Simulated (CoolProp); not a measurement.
cis-2-butene along the isotherm 396.3 K: fugacity coefficient from the reference equation and from simpler models built on Tc = 435.8 K, pc = 42.36 bar, ω = 0.202; each cubic takes its own stable root.

The numbers come from the reference Helmholtz-energy equation of state, Lemmon 2005 in CoolProp. It is a short technical equation, of lower accuracy than the large ones.

```
p (bar)   phase   reference  van der Waals  Redlich-Kwong  Soave-Redlich-Kwong  Peng-Robinson
-------  ------  ----------  -------------  -------------  -------------------  -------------
7.94        gas      0.9118         0.9304         0.9172               0.9147         0.9076
15.9        gas      0.8239         0.8606         0.8354               0.8302         0.8175
23.8     liquid      0.7013         0.7897         0.7531               0.7184         0.6987
31.8     liquid  (withheld)         0.6828         0.5907               0.5561         0.5387
39.7     liquid      0.4452     (withheld)         0.4893               0.4601     (withheld)
47.7     liquid  (withheld)         0.4979         0.4210               0.3955         0.3803
55.6     liquid      0.3362         0.4457         0.3730               0.3501         0.3355
63.5     liquid      0.3025         0.4069         0.3371               0.3161         0.3019
```

Problem. Some entries are withheld; supply them.

Solution. 
- 31.8, reference: 0.5403
- 39.7, van der Waals: 0.5723
- 39.7, Peng-Robinson: 0.4441
- 47.7, reference: 0.3812

At some of these states van der Waals, Redlich-Kwong gives the other phase, because its saturation line lies elsewhere.
